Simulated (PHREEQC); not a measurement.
Solution (80 °C): 150 mmol/kgw CdCl2, 0.69 mmol/kgw KCl and 15 mmol/kgw FeSO4. Closed to the air; pH follows from the charge balance.

Model: ion-association model, phreeqc.dat, run in PHREEQC.

This is a speciation only: nothing precipitates in the calculation.

Q: Order these S species by the share of S that they hold, largest first: SO4-2, CdSO4, KSO4-, Cd(SO4)2-2, FeSO4.

A: SO4-2 (50 %), CdSO4 (29 %), FeSO4 (17 %), Cd(SO4)2-2 (3.5 %), KSO4- (0.13 %)

The pH is 5.11 and the ionic strength 0.201 mol/kgw. Away from 25 °C the constants follow the database's enthalpies or fits; those with neither stay at their 25 °C values.
